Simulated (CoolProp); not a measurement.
Properties of toluene along the isobar 23900 kPa (Tc = 591.7 K, pc = 4126 kPa, ω = 0.266).

The numbers come from the reference Helmholtz-energy equation of state, Lemmon 2006 in CoolProp. It is a short technical equation, of lower accuracy than the large ones.

```tsv
T (K)	phase	density (kg/m³)	isothermal compressibility (1/MPa)
338.7	liquid	845.5	0.0009533
344.5	liquid	840.6	0.0009872
350.2	liquid	835.8	0.001022
356	liquid	830.9	0.001059
361.7	liquid	826.1	0.001096
367.4	liquid	821.3	0.001136
373.2	liquid	816.4	0.001177
378.9	liquid	811.6	0.001220
384.7	liquid	806.7	0.001265
390.4	liquid	801.8	0.001312
396.2	liquid	796.9	0.001361
401.9	liquid	792.0	0.001412
```
